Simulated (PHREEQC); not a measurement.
Consider water at 80 °C with 1.6 mol/kgw KCl and 0.31 mol/kgw MgSO4. Closed to the air; pH follows from the charge balance.

Equilibrium calculation in PHREEQC: Pitzer model, pitzer.dat.

This is a speciation only: nothing precipitates in the calculation.

Q: Predict the activity of water, density, osmotic coefficient.

A: activity of water 0.942; density 1.072 g/cm³; osmotic coefficient 0.864.

Away from 25 °C the constants follow the database's enthalpies or fits; those with neither stay at their 25 °C values.
